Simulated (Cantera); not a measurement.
An adiabatic, constant-pressure homogeneous reactor starts with CH4 : H2 : O2 : N2 = 1 : 0.054 : 1.19 : 4.48 (molar parts), equivalence ratio 1.7, at 1325 K and 0.434 atm. Integrator tolerance rtol = 1e-08.

Computed with Cantera and GRI-Mech 3.0 (53 species, 325 reactions).

What does this change do: constant volume in place of constant pressure?


```json
[
 {"quantity": "time of steepest temperature rise", "before": "13.6 ms", "after": "12.6 ms"},
 {"quantity": "temperature at 0.200 s", "before": "2500 K", "after": "2732 K"},
 {"quantity": "equilibrium temperature", "before": "2500 K", "after": "2732 K"},
 {"quantity": "x(CH4) at 0.200 s", "before": "<1e-12 (gas-phase equilibrium <1e-12)", "after": "1.27e-12 (gas-phase equilibrium 1.46e-12)"},
 {"quantity": "x(H2) at 0.200 s", "before": "0.109 (gas-phase equilibrium 0.109)", "after": "0.107 (gas-phase equilibrium 0.107)"},
 {"quantity": "x(O2) at 0.200 s", "before": "0.000158 (gas-phase equilibrium 0.000158)", "after": "0.000514 (gas-phase equilibrium 0.000514)"},
 {"quantity": "x(CO2) at 0.200 s", "before": "0.0242 (gas-phase equilibrium 0.0242)", "after": "0.0220 (gas-phase equilibrium 0.0220)"},
 {"quantity": "x(H) at 0.200 s", "before": "0.0126 (gas-phase equilibrium 0.0126)", "after": "0.0207 (gas-phase equilibrium 0.0207)"}
]
```

What does this change do: H2 0.054 to 0.028 parts?


| quantity | before | after |
|---|---|---|
| time of steepest temperature rise | 13.6 ms | 16.6 ms |
| temperature at 0.200 s | 2500 K | 2503 K |
| equilibrium temperature | 2500 K | 2503 K |
| x(CH4) at 0.200 s | <1e-12 (gas-phase equilibrium <1e-12) | <1e-12 (gas-phase equilibrium <1e-12) |
| x(H2) at 0.200 s | 0.109 (gas-phase equilibrium 0.109) | 0.107 (gas-phase equilibrium 0.107) |
| x(O2) at 0.200 s | 0.000158 (gas-phase equilibrium 0.000158) | 0.000170 (gas-phase equilibrium 0.000170) |
| x(CO2) at 0.200 s | 0.0242 (gas-phase equilibrium 0.0242) | 0.0247 (gas-phase equilibrium 0.0247) |
| x(H) at 0.200 s | 0.0126 (gas-phase equilibrium 0.0126) | 0.0126 (gas-phase equilibrium 0.0126) |
